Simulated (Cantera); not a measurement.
Charge: 1 mol C₂H₆, 0.057 mol NH₃, equilibrated at 2702 °C and 1.20 mbar.

These are equilibrium values from Cantera (NASA tables, ideal gas, pure condensed phases), not measurements of a reactor. Candidate condensed phases: C, C₆H₆, C₇H₈, C₈H₁₈; 92 gas species. Rates play no part.

Base state: H 0.835, C₃ 0.0778, H₂ 0.0392, C 0.0243, C₂ 0.0107, C₂H 0.00428, CN 0.00274, N₂ 0.00212 (mole fractions); condensed: gas only.

Task: What changes in the equilibrium state with this change: temperature from 2702 °C to 825 °C?

Result: 
```csv
species,before,after
H₂,0.0392,0.991
N₂,0.00212,0.00915
CH₄,<1e-9,4.30e-5
H,0.835,7.13e-7
C₃,0.0778,<1e-9
C,0.0243,<1e-9
C₂,0.0107,<1e-9
C₂H,0.00428,<1e-9
CN,0.00274,<1e-9
C₅,0.000706,<1e-9
C₄,0.000179,<1e-9
C₂H₂ (acetylene),0.00121,1.27e-8
"C(graphite), mol",0,2.00
```

Task: What changes in the equilibrium state with this change: temperature from 2702 °C to 1700 °C?

Result: 
| species | before | after |
|---|---|---|
| H₂ | 0.0392 | 0.952 |
| H | 0.835 | 0.0380 |
| N₂ | 0.00212 | 0.00836 |
| C₃ | 0.0778 | 1.18e-8 |
| C₂ | 0.0107 | <1e-9 |
| C | 0.0243 | 1.41e-8 |
| C₅ | 0.000706 | <1e-9 |
| C₄ | 0.000179 | <1e-9 |
| CH | 7.80e-5 | 2.84e-9 |
| C₂H | 0.00428 | 4.15e-7 |
| C(graphite), mol | 0 | 1.99 |

Task: What changes in the equilibrium state with this change: temperature from 2702 °C to 1575 °C?

Result: 
| species | before | after |
|---|---|---|
| H₂ | 0.0392 | 0.975 |
| H | 0.835 | 0.0151 |
| N₂ | 0.00212 | 0.00871 |
| C₃ | 0.0778 | <1e-9 |
| C | 0.0243 | <1e-9 |
| C₂ | 0.0107 | <1e-9 |
| C₅ | 0.000706 | <1e-9 |
| C₄ | 0.000179 | <1e-9 |
| C(graphite), mol | 0 | 2.00 |
